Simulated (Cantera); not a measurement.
Mixture: H2 : O2 : N2 = 1 : 1 : 3.76 (molar parts), at 4.93 atm, adiabatic and at constant pressure. Ignition delay is the time to a rise of 400 K.

Detailed kinetics in Cantera: GRI-Mech 3.0 (53 species, 325 reactions). The hydrogen kinetics of GRI-Mech 3.0 are dated; newer H2 mechanisms differ, most at raised pressure. Where the delays flatten at high temperature, the 400 K rule measures the pace of heat release, not the induction time.

Q: What does this change do: constant volume in place of constant pressure?

A: 
```tsv
quantity	before	after
delay at 1223 K	12.9 µs	12.4 µs
delay at 1298 K	7.36 µs	7.01 µs
delay at 1373 K	5.05 µs	4.76 µs
delay at 1448 K	3.81 µs	3.54 µs
delay at 1523 K	3.07 µs	2.80 µs
delay at 1598 K	2.61 µs	2.33 µs
```
